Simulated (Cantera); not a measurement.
# Pyrogenic steam for wet oxidation

An isothermal, constant-pressure homogeneous reactor starts with H₂ : O₂ : N₂ = 1.8 : 1 : 4.3 (molar parts), at 1050 K and 278 Torr.

Detailed kinetics in Cantera: the H2/O2 subset of GRI-Mech 3.0, which has no nitrogen chemistry. The temperature is held fixed by assumption; the heat of reaction is taken as removed at once.

```tsv
t (s)	x H₂	x O₂	x H₂O₂	x H	x O	x H₂O
4.00e-6	0.254	0.141	<1e-12	1.41e-10	8.23e-12	1.11e-11
1.37e-5	0.254	0.141	<1e-12	5.99e-10	6.07e-11	2.24e-10
4.66e-5	0.254	0.141	6.75e-12	6.35e-9	7.50e-10	6.63e-9
0.000159	0.254	0.141	2.01e-9	3.59e-6	4.29e-7	4.86e-6
0.000543	0.0212	0.0282	3.32e-6	0.0114	0.00140	0.257
0.00185	0.00241	0.0173	2.36e-6	0.000186	7.11e-5	0.287
0.00632	0.000533	0.0164	1.08e-6	9.12e-6	6.68e-6	0.290
0.0216	0.000142	0.0162	2.63e-7	6.14e-7	5.79e-7	0.290
0.0737	4.45e-5	0.0161	3.72e-8	5.17e-8	5.09e-8	0.290
0.251	1.34e-5	0.0161	5.08e-9	5.99e-9	6.32e-9	0.290
0.858	1.80e-6	0.0161	7.25e-10	5.12e-10	1.02e-9	0.290
2.93	1.23e-8	0.0161	3.44e-10	3.84e-12	4.24e-10	0.290
10.0	1.68e-9	0.0161	2.10e-10	<1e-12	2.57e-10	0.290
```
x: mole fraction; the columns are a selection and need not sum to one.

Equilibrium at this temperature and pressure: H₂ 1.37e-9, O₂ 0.0161, H₂O₂ 1.16e-10, H <1e-12, O 1.41e-10, H₂O 0.290 (gas phase only).
